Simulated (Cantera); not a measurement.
An adiabatic, constant-pressure homogeneous reactor starts with H₂ : O₂ : N₂ : NO = 1 : 0.333 : 1.25 : 0.018 (molar parts), at 1750 K and 10.9 atm.

Model: GRI-Mech 3.0 (53 species, 325 reactions), integrated in Cantera. The hydrogen kinetics of GRI-Mech 3.0 are dated; newer H2 mechanisms differ, most at raised pressure. Above 3000 K some thermodynamic fits are extrapolated.

Question: Predict: time of steepest temperature rise; temperature at 1.00 s; equilibrium temperature; x(H₂) at 1.00 s; x(O₂) at 1.00 s; x(H₂O₂) at 1.00 s; x(O) at 1.00 s; x(HO₂) at 1.00 s; x(NO) at 1.00 s.

Answer: 
* **time of steepest temperature rise**: 0.632 µs
* **temperature at 1.00 s**: 3173 K
* **equilibrium temperature**: 3173 K
* **x(H₂) at 1.00 s**: 0.142 (gas-phase equilibrium 0.142)
* **x(O₂) at 1.00 s**: 0.00189 (gas-phase equilibrium 0.00189)
* **x(H₂O₂) at 1.00 s**: 8.37e-7 (gas-phase equilibrium 8.37e-7)
* **x(O) at 1.00 s**: 0.00262 (gas-phase equilibrium 0.00262)
* **x(HO₂) at 1.00 s**: 4.91e-6 (gas-phase equilibrium 4.91e-6)
* **x(NO) at 1.00 s**: 0.00458 (gas-phase equilibrium 0.00458)
